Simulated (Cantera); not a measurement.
## Stirred combustor or abatement burner

A perfectly stirred reactor is fed with C3H8 : O2 : N2 = 1 : 3.12 : 23.8 (molar parts), equivalence ratio 1.6, at 2.07 atm; it is adiabatic with a 575 K inlet, and is followed from long to short residence time, starting on the burning branch (τ in s: 0.36, 0.083, 0.019, 0.0045, 0.001, 0.00024, 5.6e-05, 1.3e-05, 3e-06).

Computed with Cantera and GRI-Mech 3.0 (53 species, 325 reactions). GRI-Mech 3.0 was tuned for natural gas; its chemistry of propane as a main component is partial and can be far from experiment.

| τ (s) | T (K) | x C3H8 | x O2 | x CH4 | x CO2 | x HO2 | x HCN |
|---|---|---|---|---|---|---|---|
| 0.36 | 1591 | 4.06e-6 | 0.000667 | 0.00384 | 0.0359 | 1.56e-7 | 2.06e-6 |
| 0.083 | 1579 | 1.48e-5 | 0.00157 | 0.00382 | 0.0342 | 5.32e-7 | 2.76e-6 |
| 0.019 | 1550 | 5.55e-5 | 0.00380 | 0.00400 | 0.0298 | 1.87e-6 | 2.55e-6 |
| 0.0045 | 1447 | 0.000333 | 0.0126 | 0.00536 | 0.0197 | 1.13e-5 | 3.83e-7 |
| 0.0010 | 575 | 0.0358 | 0.112 | <1e-12 | <1e-12 | <1e-12 | <1e-12 |
| 0.00024 | 575 | 0.0358 | 0.112 | <1e-12 | <1e-12 | <1e-12 | <1e-12 |
| 5.6e-5 | 575 | 0.0358 | 0.112 | <1e-12 | <1e-12 | <1e-12 | <1e-12 |
| 1.3e-5 | 575 | 0.0358 | 0.112 | <1e-12 | <1e-12 | <1e-12 | <1e-12 |
| 3.0e-6 | 575 | 0.0358 | 0.112 | <1e-12 | <1e-12 | <1e-12 | <1e-12 |
x: mole fraction; the columns are a selection and need not sum to one.
